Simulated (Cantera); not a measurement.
**Halide evaporation, hydrolysis and transport: MgCl₂ + H₂**

Charge: 1 mol MgCl₂, 6.6 mol H₂, held at 7.00 Pa.

Cantera equilibrium calculation (NASA polynomials, part measured and part estimated; ideal gas, pure solids and liquids). Candidate condensed phases: Mg, MgCl₂; 10 gas species. Rates play no part.

```
T (K)   x H₂   x MgCl₂     x HCl      x Mg  n MgCl₂(s)
-----  -----  --------  --------  --------  ----------
650    1.000   5.21e-7   6.99e-9   3.49e-9       1.000
750    1.000  0.000204   9.19e-7   4.59e-7       0.999
850    0.981    0.0189   3.74e-5   1.86e-5       0.873
950    0.868     0.131  0.000388  0.000193           0
1050   0.867     0.131   0.00157  0.000781           0
1150   0.864     0.129   0.00496   0.00246           0
1250   0.856     0.124    0.0129   0.00638           0
1350   0.842     0.115    0.0284    0.0141           0
```
x: gas mole fraction; n: condensed amount in mol.

From 650 K to 850 K the condensed part is MgCl₂(s). From 950 K to 1350 K nothing is condensed. The main Mg-bearing gas is MgCl₂ throughout.
